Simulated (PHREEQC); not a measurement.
A column of 1 m (40 cells, dispersivity 0.035 m, 3600 s a shift, diffusion coefficient 3e-10 m²/s) holds 0.033 eq of the database's cation exchanger X per kg of pore water, first in equilibrium with 1.3 mmol/kgw MgCl2, 7.9 mmol/kgw BaCl2 and 0.01 mmol/kgw HCl. It is flushed with 3.1 mmol/kgw MgCl2, 29 mmol/kgw NH4Cl and 0.01 mmol/kgw HCl, at 25 °C. Values are for the last cell. No CO2 enters from the air. No solid was allowed to form.

The numbers come from PHREEQC with the ion-association model, phreeqc.dat.

```csv
pore volumes,NH4 in solution (mol/kgw),Ba in solution (mol/kgw),Cl in solution (mol/kgw),Mg in solution (mol/kgw)
0,0,0.00790,0.0184,0.00130
0.2625,0,0.00790,0.0184,0.00130
0.5125,1.25e-6,0.00795,0.0185,0.00131
0.7625,0.000335,0.00909,0.0215,0.00148
1.137,0.00630,0.0105,0.0307,0.00167
1.387,0.0126,0.00903,0.0338,0.00154
1.637,0.0177,0.00710,0.0348,0.00145
1.887,0.0212,0.00552,0.0351,0.00144
2.138,0.0235,0.00436,0.0352,0.00150
2.388,0.0250,0.00352,0.0352,0.00160
2.638,0.0260,0.00290,0.0352,0.00172
2.888,0.0267,0.00241,0.0352,0.00186
3.263,0.0274,0.00186,0.0352,0.00206
3.513,0.0277,0.00157,0.0352,0.00219
3.763,0.0279,0.00134,0.0352,0.00230
4.013,0.0281,0.00113,0.0352,0.00241
```

Species that the database lacks are ignored.
